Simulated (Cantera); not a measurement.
Feed: 1 mol SiH2Cl2, 0.32 mol NH3, 9.3 mol N2, held at 0.133 bar.

Equilibrium computed with Cantera from the NASA thermochemical tables; the gas is ideal and each condensed phase is pure. Candidate condensed phases: NH4Cl, Si, Si3N4; 28 gas species. The tables' values for SiCl3 are old estimates; treat these amounts as uncertain. Kinetics and transport are ignored. All values below are at 1598 K.

Base state: N2 0.786, HCl 0.124, H2 0.0677, SiCl2 0.0154, SiCl3 0.00371, SiCl4 0.00221, SiHCl3 0.000173, Cl 5.51e-5 (mole fractions); condensed: Si3N4(s).

Problem. What changes in the equilibrium state with this change: SiH2Cl2 replaced by SiH4?

Solution. 
| species | before | after |
|---|---|---|
| N2 | 0.786 | 0.780 |
| H2 | 0.0677 | 0.220 |
| H | 3.79e-5 | 6.84e-5 |
| HCl | 0.124 | 0 |
| SiCl2 | 0.0154 | 0 |
| SiCl3 | 0.00371 | 0 |
| SiCl4 | 0.00221 | 0 |
| SiHCl3 | 0.000173 | 0 |
| Si3N4(s), mol | 0.252 | 0.333 |
